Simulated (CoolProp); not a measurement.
Properties of octamethylcyclotetrasiloxane (D4) along the isobar 24.3 bar.

Computed with CoolProp (reference Helmholtz-energy equation of state, Thol 2015).

| T (K) | phase | density (kg/m³) | cp (kJ/(kg K)) | cv (kJ/(kg K)) | speed of sound (m/s) | Joule-Thomson coefficient (K/MPa) |
|---|---|---|---|---|---|---|
| 403.6 | liquid | 833.3 | 1.877 | 1.605 | 618.0 | -0.2679 |
| 425.2 | liquid | 807.0 | 1.927 | 1.656 | 561.0 | -0.2239 |
| 446.9 | liquid | 779.6 | 1.977 | 1.708 | 505.7 | -0.1701 |
| 468.5 | liquid | 751.1 | 2.028 | 1.758 | ___ | -0.1023 |
| 490.2 | liquid | 720.8 | 2.081 | 1.808 | 399.6 | -0.01201 |
| 511.8 | liquid | 688.4 | 2.137 | 1.856 | 348.0 | 0.1140 |
| 533.4 | liquid | 652.6 | 2.197 | 1.903 | 296.5 | 0.3041 |
| 555.1 | liquid | 611.5 | 2.269 | 1.949 | 244.1 | 0.6227 |
| 576.7 | liquid | ___ | 2.365 | 1.993 | 190.7 | 1.235 |
| 598.4 | supercritical | 496.0 | 2.522 | 2.039 | 135.7 | 2.722 |
| 620 | supercritical | 397.7 | 2.771 | 2.084 | 89.65 | ___ |

### Question
Fill in the missing entries.

### Answer

- 468.5, speed of sound (m/s): 452.2
- 576.7, density (kg/m³): 562.1
- 620, Joule-Thomson coefficient (K/MPa): 6.710
